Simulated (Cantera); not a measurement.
Input (Python, Cantera):

```python
import numpy as np
import cantera as ct

gas = ct.Solution("gri30.yaml", transport_model="multicomponent")
show = ['CO2', 'H2O', 'H']

rows = []
print(f"{'T/K':>7s}{'rho':>11s}{'cp':>10s}{'mu':>11s}{'lambda':>11s}{'Pr':>7s}" + "".join(f"{'D_' + s:>11s}" for s in show))
for T in [400, 650, 900, 1150, 1400, 1650]:
    gas.TPX = T, 500000, {'NH3': 0.78, 'CH3OH': 0.33, 'C2H4': 0.57, 'H2O': 0.23}
    Pr = gas.cp_mass * gas.viscosity / gas.thermal_conductivity
    D = [gas.mix_diff_coeffs_mole[gas.species_index(s)] for s in show]
    rows.append([gas.density, gas.cp_mass, gas.viscosity, gas.thermal_conductivity, Pr, *D])
    print(f"{T:7g}{gas.density:11.4e}{gas.cp_mass:10.1f}{gas.viscosity:11.4e}"
          f"{gas.thermal_conductivity:11.4e}{Pr:7.3f}" + "".join(f"{d:11.4e}" for d in D))
print("SI units: kg/m3, J/kg/K, Pa s, W/m/K, m2/s")
```

It prints:

```
    T/K        rho        cp         mu     lambda     Pr      D_CO2      D_H2O        D_H
    400 3.4627e+00    1932.1 1.3642e-05 3.7245e-02  0.708 4.7497e-06 6.2904e-06 3.6557e-05
    650 2.1309e+00    2525.0 2.1759e-05 7.6169e-02  0.721 1.1921e-05 1.6565e-05 8.9106e-05
    900 1.5390e+00    2950.4 2.9035e-05 1.1751e-01  0.729 2.1506e-05 3.0900e-05 1.5819e-04
   1150 1.2044e+00    3299.5 3.5577e-05 1.5997e-01  0.734 3.3141e-05 4.8707e-05 2.4150e-04
   1400 9.8935e-01    3556.6 4.1533e-05 2.0065e-01  0.736 4.6603e-05 6.9590e-05 3.3762e-04
   1650 8.3945e-01    3753.3 4.7026e-05 2.3938e-01  0.737 6.1741e-05 9.3265e-05 4.4559e-04
SI units: kg/m3, J/kg/K, Pa s, W/m/K, m2/s
```

Model: GRI-Mech 3.0 (53 species, 325 reactions), integrated in Cantera. Polar gases are described roughly by these parameters. The composition is frozen, though it would react at the higher temperatures.
